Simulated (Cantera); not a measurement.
**Abatement and gas-phase synthesis: N₂O + SO₂**

Feed: 1 mol N₂O, 0.65 mol SO₂, equilibrated at 923 K.

Equilibrium computed with Cantera from the NASA thermochemical tables; the gas is ideal and each condensed phase is pure. Candidate condensed phases: S; 17 gas species. The ideal-gas law is rough above about 30 bar. Equilibrium is a limit: real reactors are often held back by kinetics, nucleation or transport.

From 10.0 Pa to 300 bar nothing is condensed.

```json
[
 {"P (Pa)": "10", "log p N₂": "-4.33", "log p SO₃": "-6.16", "log p SO₂": "-4.53", "log p O₂": "-4.64", "log p NO": "-9.00", "log p NO₂": "-11.99", "log p N₂O": "-15.16"},
 {"P (Pa)": "200", "log p N₂": "-3.03", "log p SO₃": "-4.25", "log p SO₂": "-3.25", "log p O₂": "-3.35", "log p NO": "-7.70", "log p NO₂": "-10.05", "log p N₂O": "-13.21"},
 {"P (Pa)": "3900", "log p N₂": "-1.72", "log p SO₃": "-2.44", "log p SO₂": "-2.06", "log p O₂": "-2.12", "log p NO": "-6.43", "log p NO₂": "-8.16", "log p N₂O": "-11.29"},
 {"P (Pa)": "77000", "log p N₂": "-0.40", "log p SO₃": "-0.80", "log p SO₂": "-1.01", "log p O₂": "-0.93", "log p NO": "-5.18", "log p NO₂": "-6.32", "log p N₂O": "-9.38"},
 {"P (Pa)": "1500000", "log p N₂": "0.90", "log p SO₃": "0.65", "log p SO₂": "-0.15", "log p O₂": "0.24", "log p NO": "-3.94", "log p NO₂": "-4.49", "log p N₂O": "-7.48"},
 {"P (Pa)": "30000000", "log p N₂": "2.21", "log p SO₃": "2.01", "log p SO₂": "0.58", "log p O₂": "1.48", "log p NO": "-2.66", "log p NO₂": "-2.60", "log p N₂O": "-5.55"}
]
```
log p: log10 of the partial pressure in bar; nothing condenses.
